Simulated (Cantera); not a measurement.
An isothermal, constant-pressure homogeneous reactor starts with C2H6 : N2 = 1 : 1 (molar parts), at 1125 K and 0.0263 atm.

Model: GRI-Mech 3.0 (53 species, 325 reactions), integrated in Cantera. GRI-Mech 3.0 stops at C3 and has no aromatics, soot or wall deposition, so with more carbon than oxygen in the feed, carbon stays in small species such as C2H2 where larger ones or solid carbon would form. Radical loss at walls, strong at low pressure, is not modelled.

Problem. Predict: x(C2H6) at 7.00 s; x(H) at 7.00 s; x(H2) at 7.00 s.

Solution. 
```
Item                                                  Value
-----------------  ----------------------------------------
x(C2H6) at 7.00 s  0.000864 (gas-phase equilibrium 9.92e-5)
x(H) at 7.00 s      1.05e-6 (gas-phase equilibrium 1.37e-7)
x(H2) at 7.00 s         0.324 (gas-phase equilibrium 0.251)
```
